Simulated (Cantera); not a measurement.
A perfectly stirred reactor is fed with H₂ : O₂ = 0.25 : 1 (molar parts), at 0.0140 bar; it is held at 1375 K, and followed from long to short residence time.

Model: GRI-Mech 3.0 (53 species, 325 reactions), integrated in Cantera. Radical loss at walls, strong at low pressure, is not modelled. The temperature is held fixed by assumption; the heat of reaction is taken as removed at once.

Task: What does this change do: H2 0.25 to 0.96 parts?

Result: 
```tsv
quantity	before	after
x(H₂) at τ = 11.0 s	0.000150	0.000686
x(O₂) at τ = 11.0 s	0.776	0.350
x(HO₂) at τ = 11.0 s	1.05e-6	2.17e-6
x(OH) at τ = 11.0 s	0.00201	0.00300
x(O) at τ = 11.0 s	0.000943	0.000717
x(H₂) at τ = 19.0 ms	0.00701	0.0345
x(O₂) at τ = 19.0 ms	0.722	0.326
x(HO₂) at τ = 19.0 ms	6.38e-6	8.52e-6
x(OH) at τ = 19.0 ms	0.0135	0.0208
x(O) at τ = 19.0 ms	0.0475	0.0428
```
